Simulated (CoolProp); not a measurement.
Model: reference Helmholtz-energy equation of state, Fiedler 2023, in CoolProp.

### Question
For tetrahydrofuran, give the phase and the cv (kJ/(kg K)), isothermal compressibility (1/MPa) at 378.8 K and 0.972 MPa.

### Answer
- 378.8 K and 0.972 MPa: liquid; cv 1.48, isothermal compressibility 0.00211
